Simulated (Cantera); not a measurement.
Charge: 1 mol trisilylamine, 75 mol N2, held at 1325 K and 0.00133 bar.

Equilibrium computed with Cantera from the NASA thermochemical tables; the gas is ideal and each condensed phase is pure. Candidate condensed phases: Si, Si3N4; 18 gas species. The feed counts by its element totals alone. Rates play no part.

Base state: N2 0.942, H2 0.0577, H 1.08e-5 (mole fractions); condensed: Si3N4(s).

### Question
What changes in the equilibrium state with this change: temperature from 1325 K to 1948.15 K?

### Answer
| species | before | after |
|---|---|---|
| N2 | 0.942 | 0.923 |
| H2 | 0.0577 | 0.0515 |
| Si | <1e-9 | 0.0175 |
| H | 1.08e-5 | 0.00703 |
| Si2N | <1e-9 | 0.000250 |
| SiN | <1e-9 | 0.000181 |
| Si2 | <1e-9 | 0.000159 |
| SiH | <1e-9 | 0.000111 |
| Si3 | <1e-9 | 3.50e-5 |
| Si3N4(s), mol | 1.00 | 0 |
| Si(l), mol | 0 | 1.47 |
The tables' values for SiN are old estimates; treat these amounts as uncertain.
